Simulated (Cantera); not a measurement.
Feed: 1 mol CuF2, 1.4 mol H2, equilibrated at 2.50 mbar.

Cantera equilibrium calculation (NASA polynomials, part measured and part estimated; ideal gas, pure solids and liquids). Candidate condensed phases: Cu, CuF2; 15 gas species. Rates play no part.

x: gas mole fraction; n: condensed amount in mol.

```json
[
 {"T (K)": "1750", "x HF": "0.723", "x Cu": "0.119", "x H2": "0.149", "x H": "0.00179", "x CuF": "0.00724", "n Cu(l)": "0.652"},
 {"T (K)": "1800", "x HF": "0.636", "x Cu": "0.217", "x H2": "0.133", "x H": "0.00262", "x CuF": "0.0106", "n Cu(l)": "0.295"},
 {"T (K)": "1850", "x HF": "0.579", "x Cu": "0.283", "x H2": "0.122", "x H": "[?]", "x CuF": "0.0114", "n Cu(l)": "0"},
 {"T (K)": "1900", "x HF": "0.580", "x Cu": "0.284", "x H2": "0.120", "x H": "0.00550", "x CuF": "0.0102", "n Cu(l)": "0"},
 {"T (K)": "1950", "x HF": "0.580", "x Cu": "0.285", "x H2": "0.118", "x H": "[?]", "x CuF": "[?]", "n Cu(l)": "0"},
 {"T (K)": "2000", "x HF": "0.579", "x Cu": "0.285", "x H2": "0.116", "x H": "0.0111", "x CuF": "0.00816", "n Cu(l)": "0"},
 {"T (K)": "2050", "x HF": "0.579", "x Cu": "0.285", "x H2": "0.113", "x H": "0.0153", "x CuF": "0.00738", "n Cu(l)": "0"}
]
```

Problem. Some entries are withheld; supply them.

Solution. 
- 1950, x H: 0.00789
- 1950, x CuF: 0.00907
- 1850, x H: 0.00376
